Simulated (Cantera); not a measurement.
**Ignition delay**

Mixture: 14.5 % CH₄, 18.0 % O₂, 67.5 % N₂, at 130000 Pa, adiabatic and at constant pressure. Ignition delay is the time to a rise of 400 K.

Computed with Cantera and GRI-Mech 3.0 (53 species, 325 reactions).

```
T0 (K)  delay (ms)
------  ----------
1175          67.9
1250          23.8
1325          8.99
1400          3.61
1475          1.55
1550         0.712
1625         0.354
1700         0.191
1775         0.111
```

```yaml
apparent activation energy between 1625 and 1775 K: 190 kJ/mol
```
